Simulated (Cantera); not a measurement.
A freely propagating, adiabatic, planar premixed flame of 31.6 % H2, 14.4 % O2, 54.0 % N2, equivalence ratio 1.1, unburnt at 348 K and 0.133 bar; mixture-averaged transport, grid criteria slope 0.08 and curve 0.16, no radiation.

Cantera simulation using the H2/O2 subset of GRI-Mech 3.0, which has no nitrogen chemistry; the numbers are that mechanism's predictions, not measurements. Burning velocities carry a grid error of a few per cent, more on coarse grids.

Task: Predict: laminar burning velocity; thermal thickness; peak x(O); peak x(H); peak x(OH).

Result: 
| Item | Value |
|---|---|
| laminar burning velocity | 263 cm/s |
| thermal thickness | 5.50 mm |
| peak x(O) | 0.0116 |
| peak x(H) | 0.0842 |
| peak x(OH) | 0.0149 |
